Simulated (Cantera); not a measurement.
## Silicon oxide and oxynitride deposition: SiH₂Cl₂ + O₃

Input: 1 mol SiH₂Cl₂, 1.2 mol O₃, held at 173 Torr.

These are equilibrium values from Cantera (NASA tables, ideal gas, pure condensed phases), not measurements of a reactor. Candidate condensed phases: H₂O, Si, SiO₂; 30 gas species. The tables hold silica as quartz up to 1696 K and as liquid above; real silica turns to tridymite and cristobalite and melts near 1996 K. Gases not in the tables: Si(OH)₄. Kinetics and transport are ignored.

| T (°C) | x HCl | x H₂O | x Cl₂ | x O₂ | x Cl | x ClO | x OH | x HOCl | n SiO₂(α-quartz) | n SiO₂(β-quartz) |
|---|---|---|---|---|---|---|---|---|---|---|
| 400 | 0.211 | 0.306 | 0.306 | 0.176 | 3.26e-7 | 1.48e-8 | 2.13e-11 | 2.66e-6 | 1.00 | 0 |
| 500 | 0.317 | 0.242 | 0.242 | 0.199 | 5.01e-6 | 1.46e-7 | 8.25e-10 | 6.24e-6 | 1.00 | 0 |
| 600 | 0.406 | 0.187 | 0.187 | 0.219 | 4.00e-5 | 8.26e-7 | 1.34e-8 | 1.12e-5 | 0 | 1.00 |
| 700 | 0.474 | 0.146 | 0.146 | 0.233 | 0.000205 | 3.18e-6 | 1.20e-7 | 1.71e-5 | 0 | 1.00 |
| 800 | 0.523 | 0.116 | 0.116 | 0.244 | 0.000764 | 9.35e-6 | 7.03e-7 | 2.33e-5 | 0 | 1.00 |
| 900 | 0.558 | 0.0947 | 0.0936 | 0.252 | 0.00226 | 2.26e-5 | 3.02e-6 | 2.95e-5 | 0 | 1.00 |
| 1000 | 0.582 | 0.0791 | 0.0763 | 0.257 | 0.00559 | 4.67e-5 | 1.03e-5 | 3.55e-5 | 0 | 1.00 |
| 1100 | 0.598 | 0.0682 | 0.0622 | 0.260 | 0.0120 | 8.56e-5 | 2.94e-5 | 4.10e-5 | 0 | 1.00 |
| 1200 | 0.605 | 0.0612 | 0.0499 | 0.260 | 0.0226 | 0.000141 | 7.34e-5 | 4.58e-5 | 0 | 1.00 |
| 1300 | 0.605 | 0.0578 | 0.0386 | 0.259 | 0.0383 | 0.000210 | 0.000166 | 4.97e-5 | 0 | 1.00 |
x: gas mole fraction; n: condensed amount in mol.

From 400 °C to 500 °C the condensed part is SiO₂(α-quartz). From 600 °C to 1300 °C the condensed part is SiO₂(β-quartz).
